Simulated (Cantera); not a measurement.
An isothermal, constant-pressure homogeneous reactor starts with 6.19 % H2, 93.8 % O2, equivalence ratio 0.033, at 1350 K and 0.0263 atm.

Detailed kinetics in Cantera: GRI-Mech 3.0 (53 species, 325 reactions). Radical loss at walls, strong at low pressure, is not modelled. The temperature is held fixed by assumption; the heat of reaction is taken as removed at once.

x: mole fraction; the columns are a selection and need not sum to one.

```
t (s)           x H2   x O2         x O      x H2O2         x H       x HO2     x H2O
--------  ----------  -----  ----------  ----------  ----------  ----------  --------
0.000400      0.0607  0.937    0.000590     5.65e-9    0.000290     1.78e-6  0.000882
0.000768     0.00360  0.892      0.0368     2.42e-7      0.0108     5.78e-6    0.0488
0.00147      0.00121  0.890      0.0405     1.52e-7     0.00836     5.21e-6    0.0536
0.00283      0.00111  0.894      0.0368     1.51e-7     0.00724     5.11e-6    0.0545
0.00543     0.000946  0.901      0.0307     1.49e-7     0.00555     4.90e-6    0.0561
0.0104      0.000703  0.911      0.0223     1.42e-7     0.00345     4.47e-6    0.0581
0.0200      0.000422  0.921      0.0131     1.25e-7     0.00156     3.69e-6    0.0603
0.0384      0.000196  0.929     0.00596     9.67e-8    0.000482     2.58e-6    0.0619
0.0737       7.27e-5  0.933     0.00219     6.37e-8    0.000108     1.45e-6    0.0629
0.141        2.40e-5  0.935    0.000719     3.67e-8     2.03e-5     6.74e-7    0.0634
0.271     (withheld)  0.936  (withheld)  (withheld)  (withheld)  (withheld)    0.0636
0.521        2.66e-6  0.936     8.00e-5     9.77e-9     7.56e-7     1.21e-7    0.0637
1.00      (withheld)  0.936  (withheld)  (withheld)  (withheld)  (withheld)    0.0638
```

Task: Complete the blanks.

Result: 
- 0.271, x H2: 7.78e-6
- 0.271, x O: 0.000234
- 0.271, x H2O2: 1.94e-8
- 0.271, x H: 3.77e-6
- 0.271, x HO2: 2.82e-7
- 1.00, x H2: 9.88e-7
- 1.00, x O: 2.97e-5
- 1.00, x H2O2: 4.87e-9
- 1.00, x H: 1.71e-7
- 1.00, x HO2: 6.19e-8
